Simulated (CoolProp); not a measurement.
R410A along the isotherm 111.55 °C: density (kg/m³) from the reference equation and from simpler models built on Tc = 71.3 °C, pc = 49.01 bar, ω = 0.296; each cubic takes its own stable root.

The numbers come from the reference Helmholtz-energy equation of state, Lemmon 2003 in CoolProp. It is a pseudo-pure fit of the blend.

```json
[
 {"p (bar)": "61.3", "phase": "supercritical", "reference": "219.9", "ideal gas": "139.1", "van der Waals": "232.5", "Redlich-Kwong": "224.5", "Soave-Redlich-Kwong": "208.7", "Peng-Robinson": "218.9"},
 {"p (bar)": "123", "phase": "supercritical", "reference": "671.4", "ideal gas": "279.1", "van der Waals": "528.3", "Redlich-Kwong": "584.6", "Soave-Redlich-Kwong": "537.8", "Peng-Robinson": "582.2"},
 {"p (bar)": "184", "phase": "supercritical", "reference": "822.3", "ideal gas": "417.6", "van der Waals": "599.3", "Redlich-Kwong": "706.3", "Soave-Redlich-Kwong": "673.9", "Peng-Robinson": "738.5"},
 {"p (bar)": "245", "phase": "supercritical", "reference": "898.3", "ideal gas": "556.0", "van der Waals": "640.9", "Redlich-Kwong": "777.6", "Soave-Redlich-Kwong": "752.0", "Peng-Robinson": "827.7"},
 {"p (bar)": "306", "phase": "supercritical", "reference": "950.1", "ideal gas": "694.4", "van der Waals": "670.5", "Redlich-Kwong": "828.6", "Soave-Redlich-Kwong": "807.1", "Peng-Robinson": "890.4"},
 {"p (bar)": "368", "phase": "supercritical", "reference": "990.6", "ideal gas": "835.1", "van der Waals": "693.8", "Redlich-Kwong": "868.9", "Soave-Redlich-Kwong": "850.3", "Peng-Robinson": "939.2"},
 {"p (bar)": "429", "phase": "supercritical", "reference": "1023", "ideal gas": "973.5", "van der Waals": "712.4", "Redlich-Kwong": "901.5", "Soave-Redlich-Kwong": "885.0", "Peng-Robinson": "978.2"},
 {"p (bar)": "490", "phase": "supercritical", "reference": "1051", "ideal gas": "1112", "van der Waals": "728.1", "Redlich-Kwong": "929.0", "Soave-Redlich-Kwong": "914.1", "Peng-Robinson": "1011"}
]
```
